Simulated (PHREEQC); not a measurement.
## Metal-bearing waste water: an equilibrium model

Solution (20 °C): 14 mmol/kgw FeCl3, 0.069 mmol/kgw ZnCl2, 1.6 mmol/kgw NaHCO3 and 0.17 mmol/kgw Na2SO4. Closed to the air; pH follows from the charge balance.

Computed with PHREEQC (ion-association model, phreeqc.dat).

Each row changes one thing in this solution. This is a speciation only: nothing precipitates in the calculation.

| case | pH | ionic strength (mol/kgw) | Cl- (mol/kgw) | SO4-2 (mol/kgw) | HSO4- (mol/kgw) | NaSO4- (mol/kgw) | SI of Halite (NaCl) |
|---|---|---|---|---|---|---|---|
| as made | 2.35 | 0.0714 | 0.0397 | 2.52e-5 | 5.09e-6 | 9.87e-8 | -5.87 |
| 0.0009 mol/kgw KCl added | 2.35 | … | 0.0406 | 2.55e-5 | 5.12e-6 | 9.94e-8 | -5.87 |
| 0.0097 mol/kgw Li2SO4 added | 2.63 | 0.0661 | … | 0.00275 | 0.000302 | 1.10e-5 | -5.86 |
| NaHCO3 replaced by NaOH at the same molality | 2.35 | 0.0714 | 0.0397 | 2.52e-5 | 5.09e-6 | 9.87e-8 | -5.87 |
| FeCl3 replaced by BaCl2 at the same molality | 7.83 | 0.0437 | 0.0281 | 6.61e-5 | 4.91e-11 | 2.99e-7 | -5.99 |
| temperature from 20 to 75 °C | 2.11 | 0.0614 | 0.0397 | 2.73e-5 | … | 1.39e-7 | -5.92 |
| ZnCl2 replaced by MgCl2 at the same molality | 2.35 | 0.0714 | 0.0397 | 2.52e-5 | 5.09e-6 | 9.87e-8 | -5.87 |

Q: What belongs in the gaps?

A: 
- 0.0009 mol/kgw KCl added, ionic strength (mol/kgw): 0.0722
- 0.0097 mol/kgw Li2SO4 added, Cl- (mol/kgw): 0.0411
- temperature from 20 to 75 °C, HSO4- (mol/kgw): 3.69e-5

Some of these states are supersaturated (in Hematite (slow to form), Goethite (slow to form), Jarosite-K, for instance). At this temperature some constants are extrapolated from 25 °C, and those without enthalpy data are left unchanged. The database's zinc carbonate complexes are estimates, stronger than later reviews accept.
